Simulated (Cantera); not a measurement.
Input: 1 mol CH3SiH3, 0.0054 mol C3H8, 2.7 mol H2, 0.017 mol HCl, at 2123 K and 133 Pa.

Equilibrium computed with Cantera from the NASA thermochemical tables; the gas is ideal and each condensed phase is pure. The feed counts by its element totals alone. The tables' values for SiCl are old estimates; treat these amounts as uncertain. Gases not in the tables: Si2H6 and higher silanes. Rates play no part.

```csv
species,before,after
H2,0.891,0.870
H,0.0927,0.0917
HCl,0.00257,0.0224
Cl,0.000196,0.00173
Si,0.0107,0.0107
SiCl2,1.30e-6,0.000101
SiCl,1.81e-5,0.000160
C2H2 (acetylene),0.00148,0.00144
SiH2,1.54e-5,1.50e-5
SiH,0.000191,0.000189
Si2,1.24e-5,1.24e-5
"C(graphite), mol",0.0633,0.0658
"SiC(s), mol",0.923,0.920
```
Gas species are given as mole fractions.

Problem. What was changed between the two runs?
(A) temperature from 2123 K to 1373 K
(B) temperature from 2123 K to 2323 K
(C) 0.067 mol Cl2 added
(D) HCl from 0.017 to 1.5 mol

Solution. C, 0.067 mol Cl2 added
